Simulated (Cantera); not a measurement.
## Adiabatic ignition

An adiabatic, constant-pressure homogeneous reactor starts with CH₄ : O₂ : N₂ = 1 : 2.63 : 14.7 (molar parts), at 1750 K and 3750 Torr.

Detailed kinetics in Cantera: GRI-Mech 3.0 (53 species, 325 reactions).

```tsv
t (s)	T (K)	x CH₄	x O₂	x H₂	x N₂O	x C₂H₆	x O	x HCN
3.00e-6	1750	0.0545	0.143	9.05e-6	2.24e-10	1.50e-7	3.04e-7	<1e-12
1.15e-5	1750	0.0541	0.143	6.44e-5	2.27e-9	1.41e-5	1.13e-6	<1e-12
4.38e-5	1830	0.0373	0.130	0.00657	7.18e-8	0.000864	4.36e-5	4.63e-9
0.000168	2694	<1e-12	0.0361	0.00333	1.40e-6	<1e-12	0.00302	7.57e-11
0.000641	2688	<1e-12	0.0344	0.00332	1.40e-6	<1e-12	0.00286	1.14e-10
0.00245	2679	<1e-12	0.0317	0.00333	1.46e-6	<1e-12	0.00264	1.67e-10
0.00936	2677	<1e-12	0.0312	0.00334	1.48e-6	<1e-12	0.00260	1.77e-10
0.0358	2677	<1e-12	0.0312	0.00334	1.48e-6	<1e-12	0.00260	1.77e-10
0.137	2677	<1e-12	0.0312	0.00334	1.48e-6	<1e-12	0.00260	1.77e-10
0.523	2677	<1e-12	0.0312	0.00334	1.48e-6	<1e-12	0.00260	1.77e-10
2.00	2677	<1e-12	0.0312	0.00334	1.48e-6	<1e-12	0.00260	1.77e-10
```
x: mole fraction; the columns are a selection and need not sum to one.

The time of steepest temperature rise comes out as 50.6 µs and the temperature at 2.00 s comes out as 2677 K. The equilibrium temperature is 2677 K. The x(CH₄) at 2.00 s is <1e-12 (gas-phase equilibrium <1e-12) and the x(O₂) at 2.00 s comes out as 0.0312 (gas-phase equilibrium 0.0312). The x(H₂) at 2.00 s is 0.00334 (gas-phase equilibrium 0.00334).
